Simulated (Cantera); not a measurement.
Feed: 1 mol Zr, 16 mol N2, 3.1 mol H2, at 2100 K and 9.90 bar.

Method: chemical equilibrium by Gibbs-energy minimisation in Cantera with the NASA 1993 tables (ideal gas, pure condensed phases). Candidate condensed phases: Zr, ZrN; 11 gas species. ZrN: taken at fixed stoichiometry. Rates play no part.

Base state: N2 0.833, H2 0.166, H 0.000404, NH3 1.05e-5 (mole fractions); condensed: ZrN(s).

Q: What changes in the equilibrium state with this change: pressure from 9.90 bar to 0.0350 bar?

A: 
```json
[
 {"species": "N2", "before": "0.833", "after": "0.831"},
 {"species": "H2", "before": "0.166", "after": "0.163"},
 {"species": "H", "before": "0.000404", "after": "0.00672"},
 {"species": "NH3", "before": "1.05e-5", "after": "3.59e-8"},
 {"species": "ZrN(s), mol", "before": "1.00", "after": "1.00"}
]
```
